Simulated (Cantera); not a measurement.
A freely propagating, adiabatic, planar premixed flame of H₂ : O₂ : N₂ = 1 : 0.227 : 0.855 (molar parts), unburnt at 648 K and 0.217 atm; mixture-averaged transport, grid criteria slope 0.08 and curve 0.16, no radiation.

Model: the H2/O2 subset of GRI-Mech 3.0, which has no nitrogen chemistry, integrated in Cantera. Burning velocities carry a grid error of a few per cent, more on coarse grids.

Q: What does this change do: inlet temperature 648 to 348 K?

A: 
```tsv
quantity	before	after
laminar burning velocity	846 cm/s	311 cm/s
thermal thickness	3.35 mm	2.72 mm
peak x(H)	0.127	0.0965
peak x(O)	0.00453	0.00302
peak x(HO₂)	5.34e-5	0.000157
```

Q: What does this change do: O2 0.227 to 0.18 parts?

A: 
```tsv
quantity	before	after
laminar burning velocity	846 cm/s	694 cm/s
thermal thickness	3.35 mm	3.65 mm
peak x(H)	0.127	0.0977
peak x(O)	0.00453	0.00233
peak x(HO₂)	5.34e-5	4.38e-5
```
